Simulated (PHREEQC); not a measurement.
# Hard or scaling water: speciation

Dissolve 0.019 mol/kgw MgCl2, 0.00033 mol/kgw Na2CO3, 0.0066 mol/kgw MgSO4 and 0.016 mol/kgw Fe(NO3)3 at 71 °C. Closed to the air; pH follows from the charge balance.

Model: ion-association model, phreeqc.dat, run in PHREEQC.

| Property | Value |
|---|---|
| pH | 2.15 |
| ionic strength | 0.136 mol/kgw |
| total alkalinity | -31.3 meq/kg |

```
species     molality  activity   log γ
----------  --------  --------  ------
NO3-          0.0480    0.0340  -0.150
Cl-           0.0362    0.0262  -0.140
Mg+2          0.0238   0.00818  -0.464
H+           0.00895   0.00715  -0.098
FeOH+2       0.00582   0.00180  -0.510
FeSO4+       0.00239   0.00178  -0.127
Fe2(OH)2+4   0.00188   1.68e-5  -2.047
MgSO4        0.00182   0.00188   0.014
FeCl+2       0.00173  0.000536  -0.510
Fe+3         0.00144  0.000191  -0.878
SO4-2        0.00115  0.000352  -0.515
HSO4-        0.00104  0.000777  -0.128
Na+         0.000659  0.000493  -0.126
```

No solid was allowed to form. Examples of supersaturated solids here: Hematite (slow to form), Goethite (slow to form). Others may be too. Constants without temperature data keep their 25 °C values here.
